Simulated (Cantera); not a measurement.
A Cantera script and what it prints.

```python
import numpy as np
import cantera as ct

gas_names = """
    CL CLO CL2 Fe FeCL FeCL2 FeCL3 FeO Fe2CL4 Fe2CL6 O O2 O3
""".split()
cond_names = """
    Fe(a) Fe(c) Fe(d) Fe(L) FeCL2(s) FeCL2(L) FeCL3(s) FeCL3(L) FeO(s) FeO(L) Fe2O3(s) Fe3O4(s)
""".split()


# ... load() reads the species with a 1 bar reference pressure and builds the phases ...
atoms = {
    'Fe2O3': {'Fe': 2, 'O': 3},
    'Cl2': {'CL': 2},
    'O2': {'O': 2},
}
top_T = {'Fe2O3(s)': 1830, 'Fe3O4(s)': 1870}  # K; cautious upper limits of use, not melting points


# ... equilibrate(T, P, feed) seeds the gas with the atoms and calls Mixture.equilibrate('TP', solver="vcs", rtol=1e-11, max_steps=5000) ...
results = []
feed = {'Fe2O3': 1, 'Cl2': 6.2, 'O2': 14}  # mol
for P in [1, 3.2, 10, 32, 100, 320, 1000, 3200, 10000, 32000, 100000]:
    for T in [800, 900, 1000, 1100, 1200, 1300, 1400, 1500, 1600, 1700, 1800]:
        mix = equilibrate(T, P, feed)
        results.append((T, P, feed, dict(zip(mix.species_names, mix.species_moles))))

for T, P, feed, n in results:
    print(f"{T:7g} {P:10.4g}  " + (" + ".join(c for c in cond_names if n.get(c, 0) > 1e-12) or "gas only"))
```

It prints:

```
    800          1  Fe2O3(s)
    900          1  Fe2O3(s)
   1000          1  Fe2O3(s)
   1100          1  gas only
   1200          1  gas only
   1300          1  gas only
   1400          1  gas only
   1500          1  gas only
   1600          1  gas only
   1700          1  gas only
   1800          1  gas only
    800        3.2  Fe2O3(s)
    900        3.2  Fe2O3(s)
   1000        3.2  Fe2O3(s)
   1100        3.2  gas only
   1200        3.2  gas only
   1300        3.2  gas only
   1400        3.2  gas only
   1500        3.2  gas only
   1600        3.2  gas only
   1700        3.2  gas only
   1800        3.2  gas only
    800         10  Fe2O3(s)
    900         10  Fe2O3(s)
   1000         10  Fe2O3(s)
   1100         10  Fe2O3(s)
   1200         10  gas only
   1300         10  gas only
   1400         10  gas only
   1500         10  gas only
   1600         10  gas only
   1700         10  gas only
   1800         10  gas only
    800         32  Fe2O3(s)
    900         32  Fe2O3(s)
   1000         32  Fe2O3(s)
   1100         32  Fe2O3(s)
   1200         32  gas only
   1300         32  gas only
   1400         32  gas only
   1500         32  gas only
   1600         32  gas only
   1700         32  gas only
   1800         32  gas only
    800        100  Fe2O3(s)
    900        100  Fe2O3(s)
   1000        100  Fe2O3(s)
   1100        100  Fe2O3(s)
   1200        100  gas only
   1300        100  gas only
   1400        100  gas only
   1500        100  gas only
   1600        100  gas only
   1700        100  gas only
   1800        100  gas only
    800        320  Fe2O3(s)
    900        320  Fe2O3(s)
   1000        320  Fe2O3(s)
   1100        320  Fe2O3(s)
   1200        320  Fe2O3(s)
   1300        320  gas only
   1400        320  gas only
   1500        320  gas only
   1600        320  gas only
   1700        320  gas only
   1800        320  gas only
    800       1000  Fe2O3(s)
    900       1000  Fe2O3(s)
   1000       1000  Fe2O3(s)
   1100       1000  Fe2O3(s)
   1200       1000  Fe2O3(s)
   1300       1000  gas only
   1400       1000  gas only
   1500       1000  gas only
   1600       1000  gas only
   1700       1000  gas only
   1800       1000  gas only
    800       3200  Fe2O3(s)
    900       3200  Fe2O3(s)
   1000       3200  Fe2O3(s)
   1100       3200  Fe2O3(s)
   1200       3200  Fe2O3(s)
   1300       3200  Fe2O3(s)
   1400       3200  gas only
   1500       3200  gas only
   1600       3200  gas only
   1700       3200  gas only
   1800       3200  gas only
    800      1e+04  Fe2O3(s)
    900      1e+04  Fe2O3(s)
   1000      1e+04  Fe2O3(s)
   1100      1e+04  Fe2O3(s)
   1200      1e+04  Fe2O3(s)
   1300      1e+04  Fe2O3(s)
   1400      1e+04  gas only
   1500      1e+04  gas only
   1600      1e+04  gas only
   1700      1e+04  gas only
   1800      1e+04  gas only
    800    3.2e+04  Fe2O3(s)
    900    3.2e+04  Fe2O3(s)
   1000    3.2e+04  Fe2O3(s)
   1100    3.2e+04  Fe2O3(s)
   1200    3.2e+04  Fe2O3(s)
   1300    3.2e+04  Fe2O3(s)
   1400    3.2e+04  Fe2O3(s)
   1500    3.2e+04  gas only
   1600    3.2e+04  gas only
   1700    3.2e+04  gas only
   1800    3.2e+04  gas only
    800      1e+05  Fe2O3(s)
    900      1e+05  Fe2O3(s)
   1000      1e+05  Fe2O3(s)
   1100      1e+05  Fe2O3(s)
   1200      1e+05  Fe2O3(s)
   1300      1e+05  Fe2O3(s)
   1400      1e+05  Fe2O3(s)
   1500      1e+05  gas only
   1600      1e+05  gas only
   1700      1e+05  gas only
   1800      1e+05  gas only
```

Method: chemical equilibrium by Gibbs-energy minimisation in Cantera with the NASA 1993 tables (ideal gas, pure condensed phases). Condensed phases not in the tables: FeOCl.
